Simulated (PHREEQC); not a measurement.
Make-up at 64 °C: 0.24 mol H2SO4, 0.023 mol Fe(NO3)3 and 0.026 mol CuSO4 per kg of water. Closed to the air; pH follows from the charge balance.

Model: ion-association model, wateq4f.dat, run in PHREEQC.

This is a speciation only: nothing precipitates in the calculation.

Task: Order these S species by the share of S that they hold, largest first: FeHSO4+2, CuSO4, SO4-2, FeSO4+, HSO4-.

Result: HSO4- (84 %), SO4-2 (5.7 %), FeHSO4+2 (5.0 %), FeSO4+ (3.1 %), CuSO4 (1.5 %)

Task: Order these Fe species by the share of Fe that they hold, largest first: Fe(SO4)2-, Fe+3, FeHSO4+2, FeOH+2, FeSO4+.

Result: FeHSO4+2 (57 %), FeSO4+ (36 %), Fe+3 (3.8 %), Fe(SO4)2- (2.7 %), FeOH+2 (0.40 %)

The pH is 0.73 and the ionic strength 0.377 mol/kgw. Examples of supersaturated solids here: Hematite (slow to form), Goethite (slow to form). Others may be too. Constants without temperature data keep their 25 °C values here.
